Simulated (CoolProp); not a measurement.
Vapour-liquid equilibrium of ammonia (1) + benzene (2) at 71.65 °C; x and y are mole fractions of (1).

The numbers come from the multi-fluid Helmholtz-energy mixture model, Gao 2020 and Thol 2012; pair parameters Bell 2016 in CoolProp.

Give the bubble pressure and the first vapour's composition at x = 0.45, 0.55, 0.85. Is there an azeotrope?

x = 0.45: 2.056 MPa, y = 0.960; x = 0.55: 2.259 MPa, y = 0.964; x = 0.85: 2.910 MPa, y = 0.982. No azeotrope shows between x = 0.05 and 0.95.

Pair parameters are fitted to limited data, so mixtures are less certain than the pure fluids. The gap from Raoult's law changes sign with composition, which may be real or a fault of the pair parameters; it wasn't checked against measurements. With so large a gap from Raoult's law the liquid may split in two, which this calculation doesn't test in full.
